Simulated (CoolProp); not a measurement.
Vapour-liquid equilibrium of ethanol (1) + cyclohexane (2) at 88.95 °C; x and y are mole fractions of (1).

Values from CoolProp's multi-fluid Helmholtz-energy mixture model, Schroeder 2014 and Zhou 2014; pair parameters Bell 2016.

```
x     bubble pressure, mixture model (MPa)  bubble pressure, Raoult's law (MPa)  y, mixture model  y, Raoult's law
----  ------------------------------------  -----------------------------------  ----------------  ---------------
0.05                                   ___                               0.1301             0.217            0.058
0.2                                    ___                               0.1334             0.439            0.227
0.35                                   ___                               0.1368             0.499            0.387
0.5                                    ___                               0.1401               ___            0.540
0.65                                0.2142                               0.1435             0.555            0.686
0.8                                    ___                               0.1469             0.633            0.824
0.95                                0.1703                               0.1502             0.851            0.957
```

Problem. What belongs in the gaps?

Solution. 
- 0.05, bubble pressure, mixture model (MPa): 0.1590
- 0.2, bubble pressure, mixture model (MPa): 0.2023
- 0.35, bubble pressure, mixture model (MPa): 0.2134
- 0.5, bubble pressure, mixture model (MPa): 0.2155
- 0.5, y, mixture model: 0.523
- 0.8, bubble pressure, mixture model (MPa): 0.2039

The largest gap from Raoult's law is +56.0 % in bubble pressure, at x = 0.35. y crosses x between x = 0.5 and 0.65: the model has an azeotrope there.

The pair parameters rest on a limited set of measurements; away from them the model extrapolates. With so large a gap from Raoult's law the liquid may split in two, which this calculation doesn't test in full.
